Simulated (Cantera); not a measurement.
Input (Python, Cantera):

```python
import numpy as np
import cantera as ct

gas = ct.Solution("gri30.yaml")
gas.TPX = 1650, 220000, {'CH4': 1, 'O2': 1.18, 'N2': 4.42}
reactor = ct.IdealGasReactor(gas, energy="on", clone=False)
net = ct.ReactorNet([reactor])
net.rtol, net.atol = 1e-08, 1e-16
show = ['CH4', 'O2', 'C2H2', 'HCN', 'C2H', 'CH3']
times = np.geomspace(1e-06, 6, 16)

steps = ct.SolutionArray(gas, extra=["t"])
rows = []
print(f"{'t/s':>10s}{'T/K':>9s}{'P/Pa':>11s}" + "".join(f"{s:>11s}" for s in show))
for t in times:
    while net.time < t:
        t_next = net.step()
        steps.append(gas.state, t=t_next)
    rows.append([np.interp(t, steps.t, y) for y in (steps.T, steps.P, *steps(*show).X.T)])
    print(f"{t:10.3e}{rows[-1][0]:9.1f}{rows[-1][1]:11.4g}" + "".join(f"{x:11.3e}" for x in rows[-1][2:]))
rate = np.gradient(steps.T, steps.t)
print("integrator steps:", len(steps.t))
if steps.T.max() > steps.T[0] + 200:
    print(f"time of steepest temperature rise: {steps.t[rate.argmax()]:.4e} s")
gas.TPX = 1650, 220000, {'CH4': 1, 'O2': 1.18, 'N2': 4.42}
gas.equilibrate("UV")
print(f"equilibrium (UV): T = {gas.T:.1f} K  " + "  ".join(f"{s} {gas[s].X[0]:.3e}" for s in show))
```

Result:

```
       t/s      T/K       P/Pa        CH4         O2       C2H2        HCN        C2H        CH3
 1.000e-06   1650.0    2.2e+05  1.515e-01  1.788e-01  8.852e-16  3.715e-17  3.618e-23  4.800e-06
 2.831e-06   1649.9    2.2e+05  1.515e-01  1.788e-01  1.223e-13  3.355e-16  8.099e-21  1.482e-05
 8.012e-06   1649.8    2.2e+05  1.515e-01  1.788e-01  1.326e-11  3.142e-15  1.903e-18  4.852e-05
 2.268e-05   1649.6    2.2e+05  1.513e-01  1.787e-01  1.587e-09  3.605e-14  6.509e-16  1.774e-04
 6.420e-05   1652.7  2.204e+05  1.498e-01  1.779e-01  2.460e-07  6.781e-13  3.838e-13  5.776e-04
 1.817e-04   2949.3  4.494e+05  2.730e-04  5.361e-03  1.558e-03  1.497e-04  5.203e-05  7.812e-04
 5.144e-04   2986.4  4.568e+05  1.119e-11  7.664e-04  6.310e-14  1.807e-07  2.346e-15  3.908e-11
 1.456e-03   2985.8  4.567e+05  1.123e-11  7.621e-04  6.330e-14  1.882e-07  2.347e-15  3.917e-11
 4.121e-03   2985.8  4.567e+05  1.123e-11  7.621e-04  6.330e-14  1.882e-07  2.347e-15  3.917e-11
 1.167e-02   2985.8  4.567e+05  1.123e-11  7.621e-04  6.330e-14  1.882e-07  2.347e-15  3.917e-11
 3.302e-02   2985.8  4.567e+05  1.123e-11  7.621e-04  6.330e-14  1.882e-07  2.347e-15  3.917e-11
 9.346e-02   2985.8  4.567e+05  1.123e-11  7.621e-04  6.330e-14  1.882e-07  2.347e-15  3.917e-11
 2.646e-01   2985.8  4.567e+05  1.123e-11  7.621e-04  6.330e-14  1.882e-07  2.347e-15  3.917e-11
 7.489e-01   2985.8  4.567e+05  1.123e-11  7.621e-04  6.330e-14  1.882e-07  2.347e-15  3.917e-11
 2.120e+00   2985.8  4.567e+05  1.123e-11  7.621e-04  6.330e-14  1.882e-07  2.347e-15  3.917e-11
 6.000e+00   2985.8  4.567e+05  1.123e-11  7.621e-04  6.330e-14  1.882e-07  2.347e-15  3.917e-11
integrator steps: 1867
time of steepest temperature rise: 1.8098e-04 s
equilibrium (UV): T = 2985.8 K  CH4 1.292e-11  O2 7.621e-04  C2H2 6.766e-14  HCN 1.882e-07  C2H 2.508e-15  CH3 4.505e-11
```

Model: GRI-Mech 3.0 (53 species, 325 reactions), integrated in Cantera.
